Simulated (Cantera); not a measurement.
## AlCl3 + HCl + H2 + N2O (aluminium nitride and oxide growth)

A closed system holds: 1 mol AlCl3, 0.56 mol HCl, a varied amount of H2, 6 mol N2O, at 798 K and 1.00 bar.

Equilibrium computed with Cantera from the NASA thermochemical tables; the gas is ideal and each condensed phase is pure. Candidate condensed phases: Al, AlCl3, AlN, Al2O3, H2O, NH4Cl; 45 gas species. Condensed phases not in the tables: AlOCl. Rates play no part.

```csv
n(H2) (mol),log p H2,log p N2,log p H2O,log p HCl,log p Cl2,log p O2,log p NH3,log p HOCl,n Al2O3(s)
5.1,<-12,-0.35,-0.52,-0.70,-1.47,-1.78,<-12,-5.59,0.500
8.1,-0.89,-0.43,-0.56,-0.66,<-12,<-12,-4.06,<-12,0.500
13,-0.48,-0.55,-0.67,-0.77,<-12,<-12,-3.51,<-12,0.500
21,-0.29,-0.69,-0.81,-0.91,<-12,<-12,-3.29,<-12,0.500
33,-0.18,-0.84,-0.96,-1.06,<-12,<-12,-3.21,<-12,0.500
53,-0.11,-1.01,-1.13,-1.23,<-12,<-12,-3.19,<-12,0.500
85,-0.07,-1.19,-1.32,-1.42,<-12,<-12,-3.22,<-12,0.500
140,-0.04,-1.39,-1.52,-1.62,<-12,<-12,-3.28,<-12,0.500
220,-0.03,-1.58,-1.70,-1.81,<-12,<-12,-3.35,<-12,0.500
350,-0.02,-1.78,-1.90,-2.00,<-12,<-12,-3.43,<-12,0.500
```
log p: log10 of the partial pressure in bar; n: condensed amount in mol.

From 5.1 mol H2 to 350 mol H2 the condensed part is Al2O3(s).
